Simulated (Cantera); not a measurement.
A closed system holds: 1 mol CH2F2, 0.016 mol CH4, 3.4 mol H2, at 0.133 bar.

Cantera equilibrium calculation (NASA polynomials, part measured and part estimated; ideal gas, pure solids and liquids). Candidate condensed phases: C, C6H6, C7H8, C8H18; 95 gas species. Equilibrium is a limit: real reactors are often held back by kinetics, nucleation or transport.

### Question
What share of the C ends up in condensed phases as a function of T (K), at 3000, 3050, 3100, 3150, 3200, 3250, 3300, 3350, 3400, 3450, 3500?

### Answer
```json
[
 {"T (K)": "3000", "C condensed (%)": "59.8", "as": "C(graphite)"},
 {"T (K)": "3050", "C condensed (%)": "51.5", "as": "C(graphite)"},
 {"T (K)": "3100", "C condensed (%)": "40.4", "as": "C(graphite)"},
 {"T (K)": "3150", "C condensed (%)": "24.7", "as": "C(graphite)"},
 {"T (K)": "3200", "C condensed (%)": "2.1", "as": "C(graphite)"},
 {"T (K)": "3250", "C condensed (%)": "0.0", "as": "-"},
 {"T (K)": "3300", "C condensed (%)": "0.0", "as": "-"},
 {"T (K)": "3350", "C condensed (%)": "0.0", "as": "-"},
 {"T (K)": "3400", "C condensed (%)": "0.0", "as": "-"},
 {"T (K)": "3450", "C condensed (%)": "0.0", "as": "-"},
 {"T (K)": "3500", "C condensed (%)": "0.0", "as": "-"}
]
```
